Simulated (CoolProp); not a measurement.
Dimethyl carbonate at 298.15 K and 1.22 MPa is throttled through a valve to 0.849 MPa with no heat exchange. Each further row changes one setting.

Model: reference Helmholtz-energy equation of state, Zhou 2011, in CoolProp.

```tsv
case	temperature change (K)
as stated	+0.1
outlet pressure 0.255 MPa	+0.3
outlet pressure 1.1 MPa	+0.0
```
